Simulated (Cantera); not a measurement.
**Thermodynamics of silicon nitride deposition, feed SiH2Cl2 + NH3 + H2**

Feed: 1 mol SiH2Cl2, 2.6 mol NH3, 46 mol H2, at 1475 °C and 17.0 mbar.

Cantera equilibrium calculation (NASA polynomials, part measured and part estimated; ideal gas, pure solids and liquids). Candidate condensed phases: NH4Cl, Si, Si3N4; 28 gas species. The tables' values for SiCl are old estimates; treat these amounts as uncertain. Gases not in the tables: Si2H6 and higher silanes. Kinetics and transport are ignored.

```yaml
x(H2): 0.940
x(HCl): 0.0307
x(N2): 0.0244
x(SiCl2): 0.00335
x(H): 0.00170
x(Si): 8.56e-5
x(Cl): 4.29e-5
x(SiCl): 4.21e-5
x(SiH2): 1.93e-5
n(Si(l)): 0.812 mol
gas_amount: 53.25 mol
```
